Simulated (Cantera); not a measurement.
Input: 1 mol H2S, 0.89 mol O2, held at 2423.15 K and 0.0100 bar.

Cantera equilibrium calculation (NASA polynomials, part measured and part estimated; ideal gas, pure solids and liquids). Candidate condensed phases: H2O, H2SO4, S; 19 gas species. Equilibrium is a limit: real reactors are often held back by kinetics, nucleation or transport.

Base state: H2O 0.218, SO2 0.218, H2 0.211, SO 0.183, H 0.0815, S 0.0401, S2 0.0163, OH 0.0160 (mole fractions); condensed: gas only.

Q: What changes in the equilibrium state with this change: H2S replaced by CS2?

A: 
| species | before | after |
|---|---|---|
| CO | 0 | 0.386 |
| S2 | 0.0163 | 0.212 |
| SO | 0.183 | 0.179 |
| H2O | 0.218 | 0 |
| H2 | 0.211 | 0 |
| H | 0.0815 | 0 |
| CO2 | 0 | 0.0181 |
| OH | 0.0160 | 0 |
| SO2 | 0.218 | 0.0578 |
| S | 0.0401 | 0.145 |
| SH | 0.00908 | 0 |
| H2S | 0.000615 | 0 |
| COS | 0 | 0.000158 |
Further candidate phases: C.
